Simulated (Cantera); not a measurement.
A closed system holds: 1 mol C3H8, 0.03 mol O2, 7.4 mol H2, 4.1 mol H2O, at 0.100 bar.

Method: chemical equilibrium by Gibbs-energy minimisation in Cantera with the NASA 1993 tables (ideal gas, pure condensed phases). Candidate condensed phases: C, C6H6, C7H8, C8H18, H2O; 110 gas species. Kinetics and transport are ignored. All values below are at 1552 °C.

Base state: H2 0.777, CO 0.159, H2O 0.0595, CO2 0.00311, H 0.00123 (mole fractions); condensed: gas only.

Problem. What changes in the equilibrium state with this change: H2O from 4.1 to 0.026 mol?

Solution. 
```json
[
 {"species": "H2", "before": "0.777", "after": "0.991"},
 {"species": "CO", "before": "0.159", "after": "0.00747"},
 {"species": "H", "before": "0.00123", "after": "0.00139"},
 {"species": "H2O", "before": "0.0595", "after": "1.87e-7"},
 {"species": "CO2", "before": "0.00311", "after": "<1e-9"},
 {"species": "C2H2 (acetylene)", "before": "<1e-9", "after": "0.000213"},
 {"species": "CH4", "before": "2.24e-9", "after": "6.96e-5"},
 {"species": "C(graphite), mol", "before": "0", "after": "2.91"}
]
```
